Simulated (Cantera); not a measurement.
Input (Python, Cantera) and output of one run.

```python
import numpy as np
import cantera as ct

gas_names = [...]  # 123 gases of nasa_gas.yaml made of C, H, O, Si
cond_names = """
    C(gr) C6H6(L) C7H8(L) C8H18(L),n-octa H2O(s) H2O(L) Si(cr) Si(L) SiC(b) SiO2(Lqz) SiO2(hqz) SiO2(L)
""".split()


# ... load() reads the species with a 1 bar reference pressure and builds the phases ...
atoms = {
    'SiC': {'Si': 1, 'C': 1},
    'O2': {'O': 2},
    'H2': {'H': 2},
}
top_T = {'C(gr)': 4500, 'SiC(b)': 3050}  # K; cautious upper limits of use, not melting points


# ... equilibrate(T, P, feed) seeds the gas with the atoms and calls Mixture.equilibrate('TP', solver="vcs", rtol=1e-11, max_steps=5000) ...
results = []
feed = {'SiC': 1, 'O2': 1.4, 'H2': 2.4}  # mol
T = 1025  # K
for P in [0.1, 0.6, 3.6, 22, 130, 770, 4600, 28000, 170000, 1000000]:
    mix = equilibrate(T, P, feed)
    results.append((T, P, feed, dict(zip(mix.species_names, mix.species_moles))))
    x = sorted(zip(gas.X, gas.species_names), reverse=True)
    print(f"T = {T:g} K  P = {P:g} Pa  gas = {mix.phase_moles(0):.4g} mol")
    print("   x: " + "  ".join(f"{s} {v:.3e}" for v, s in x if v > 1e-06))
    print("   condensed (mol): " + ("  ".join(f"{mix.phase(i).name} {mix.phase_moles(i):.4g}"
          for i in range(1, mix.n_phases) if mix.phase_moles(i) > 1e-12) or "none"))
```

Result:

```
T = 1025 K  P = 0.1 Pa  gas = 3.333 mol
   x: H2 7.200e-01  CO 2.800e-01  SiO 3.257e-05  H 3.697e-06
   condensed (mol): SiC(b) 0.06663  SiO2(hqz) 0.9333
T = 1025 K  P = 0.6 Pa  gas = 3.2 mol
   x: H2 7.500e-01  CO 2.500e-01  H 1.540e-06  SiO 1.072e-06
   condensed (mol): C(gr) 0.2  SiO2(hqz) 1
T = 1025 K  P = 3.6 Pa  gas = 3.2 mol
   x: H2 7.500e-01  CO 2.500e-01  H2O 1.791e-06  CH4 1.488e-06
   condensed (mol): C(gr) 0.2  SiO2(hqz) 1
T = 1025 K  P = 22 Pa  gas = 3.2 mol
   x: H2 7.500e-01  CO 2.500e-01  H2O 1.094e-05  CH4 9.095e-06  CO2 4.730e-06
   condensed (mol): C(gr) 0.2  SiO2(hqz) 1
T = 1025 K  P = 130 Pa  gas = 3.2 mol
   x: H2 7.499e-01  CO 2.499e-01  H2O 6.464e-05  CH4 5.374e-05  CO2 2.793e-05
   condensed (mol): C(gr) 0.2001  SiO2(hqz) 1
T = 1025 K  P = 770 Pa  gas = 3.197 mol
   x: H2 7.496e-01  CO 2.495e-01  H2O 3.821e-04  CH4 3.180e-04  CO2 1.649e-04
   condensed (mol): C(gr) 0.2007  SiO2(hqz) 1
T = 1025 K  P = 4600 Pa  gas = 3.184 mol
   x: H2 7.478e-01  CO 2.471e-01  H2O 2.255e-03  CH4 1.891e-03  CO2 9.661e-04
   condensed (mol): C(gr) 0.2042  SiO2(hqz) 1
T = 1025 K  P = 28000 Pa  gas = 3.109 mol
   x: H2 7.368e-01  CO 2.340e-01  H2O 1.280e-02  CH4 1.117e-02  CO2 5.272e-03
   condensed (mol): C(gr) 0.2215  SiO2(hqz) 1
T = 1025 K  P = 170000 Pa  gas = 2.82 mol
   x: H2 6.790e-01  CO 1.862e-01  CH4 5.760e-02  H2O 5.701e-02  CO2 2.027e-02  C2H6 1.068e-06
   condensed (mol): C(gr) 0.2555  SiO2(hqz) 1
T = 1025 K  P = 1e+06 Pa  gas = 2.317 mol
   x: H2 5.076e-01  CH4 1.894e-01  H2O 1.495e-01  CO 1.110e-01  CO2 4.240e-02  C2H6 1.545e-05  C2H4 1.704e-06
   condensed (mol): C(gr) 0.2057  SiO2(hqz) 1
```

Equilibrium computed with Cantera from the NASA thermochemical tables; the gas is ideal and each condensed phase is pure. Mutual solubility and eutectic melting of coexisting phases are not modelled.
